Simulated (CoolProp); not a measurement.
The fluid at 273.89 K and 0.217 MPa (liquid) is heated at constant pressure to 317.8 K. The same conditions are run with several fluids, on thermodynamics alone (safety and materials aside).

The numbers come from the reference Helmholtz-energy equation of state of each fluid (R245fa: Akasaka 2015; cyclopentane: Gedanitz 2015; n-hexane: Thol 2019; neopentane: Lemmon 2006; n-undecane: Aleksandrov 2011) in CoolProp.

```json
[
 {"fluid": "R245fa", "heat (kJ/kg)": "___", "final phase": "gas", "final density (kg/m³)": "___"},
 {"fluid": "cyclopentane", "heat (kJ/kg)": "79.1", "final phase": "liquid", "final density (kg/m³)": "___"},
 {"fluid": "n-hexane", "heat (kJ/kg)": "___", "final phase": "liquid", "final density (kg/m³)": "___"},
 {"fluid": "neopentane", "heat (kJ/kg)": "391", "final phase": "gas", "final density (kg/m³)": "___"},
 {"fluid": "n-undecane", "heat (kJ/kg)": "___", "final phase": "liquid", "final density (kg/m³)": "___"}
]
```

Problem. Fill in the missing entries.

Solution. 
- R245fa, heat (kJ/kg): 239
- R245fa, final density (kg/m³): 11.8
- cyclopentane, final density (kg/m³): 721
- n-hexane, heat (kJ/kg): 99.4
- n-hexane, final density (kg/m³): 637
- neopentane, final density (kg/m³): 6.34
- n-undecane, heat (kJ/kg): 97.0
- n-undecane, final density (kg/m³): 722
